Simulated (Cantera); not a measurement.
Input (Python, Cantera):

```python
import numpy as np
import cantera as ct

gas = ct.Solution("gri30.yaml")
gas.TPX = 475, 101325, {'CH4': 1, 'O2': 1.43, 'N2': 5.37}
flame = ct.FreeFlame(gas, width=0.04)
flame.set_refine_criteria(ratio=3, slope=0.08, curve=0.16)
flame.transport_model = "mixture-averaged"
flame.solve(loglevel=0, auto=True)
z, T = flame.grid, flame.T
thick = (T[-1] - T[0]) / np.gradient(T, z).max()
show = ['CH4', 'O2', 'HCO', 'CH2', 'C2H2', 'NO2']
print(f"laminar burning velocity  {flame.velocity[0] * 100:.3f} cm/s")
print(f"burnt temperature         {T[-1]:.1f} K")
print(f"thermal thickness         {thick * 1e3:.4f} mm")
print(f"grid points               {len(z)}")
z0 = z[flame.heat_release_rate.argmax()]
print(f"{'z/mm':>9s}{'T/K':>9s}{'u/(m/s)':>9s}" + "".join(f"{s:>11s}" for s in show))
rows = []
for k in (-3, -2, -1.5, -1, -0.5, -0.25, 0, 0.25, 0.5, 1, 2, 4, 8):
    zz = z0 + k * thick
    rows.append([k * thick, np.interp(zz, z, T), np.interp(zz, z, flame.velocity),
                 *(np.interp(zz, z, flame.X[gas.species_index(s)]) for s in show)])
    print(f"{rows[-1][0] * 1e3:9.3f}{rows[-1][1]:9.1f}{rows[-1][2]:9.3f}" + "".join(f"{x:11.3e}" for x in rows[-1][3:]))
```

Output:

```
laminar burning velocity  40.782 cm/s
burnt temperature         2099.8 K
thermal thickness         0.6218 mm
grid points               150
     z/mm      T/K  u/(m/s)        CH4         O2        HCO        CH2       C2H2        NO2
   -1.865    475.4    0.409  1.277e-01  1.828e-01  7.699e-19  1.537e-19  2.592e-08  4.734e-10
   -1.244    479.9    0.415  1.266e-01  1.815e-01  2.120e-15  2.775e-16  5.664e-07  9.310e-09
   -0.933    499.6    0.435  1.243e-01  1.793e-01  3.276e-13  3.110e-14  4.222e-06  6.108e-08
   -0.622    619.7    0.547  1.143e-01  1.692e-01  1.793e-10  1.614e-11  4.522e-05  4.057e-07
   -0.311   1091.2    0.987  7.651e-02  1.245e-01  2.807e-07  3.840e-08  3.722e-04  3.559e-07
   -0.155   1481.0    1.358  4.262e-02  7.981e-02  5.994e-06  2.947e-06  8.744e-04  8.489e-08
    0.000   1827.7    1.695  1.248e-02  3.327e-02  1.792e-05  4.273e-05  1.680e-03  9.434e-09
    0.155   1991.6    1.852  2.065e-03  9.265e-03  9.931e-06  5.005e-05  1.232e-03  1.516e-09
    0.311   2040.3    1.895  3.685e-04  2.333e-03  2.713e-06  1.757e-05  5.174e-04  7.257e-10
    0.622   2061.6    1.910  2.534e-05  2.321e-04  2.872e-07  1.603e-06  8.764e-05  6.581e-10
    1.244   2071.7    1.917  9.326e-07  6.570e-05  8.278e-08  5.689e-08  5.191e-06  7.594e-10
    2.487   2081.3    1.925  1.875e-08  3.811e-05  5.939e-08  7.845e-10  9.680e-08  7.955e-10
    4.974   2090.4    1.932  2.829e-10  1.834e-05  4.128e-08  6.474e-12  1.129e-09  7.568e-10
```

Computed with Cantera and GRI-Mech 3.0 (53 species, 325 reactions). Burning velocities carry a grid error of a few per cent, more on coarse grids.
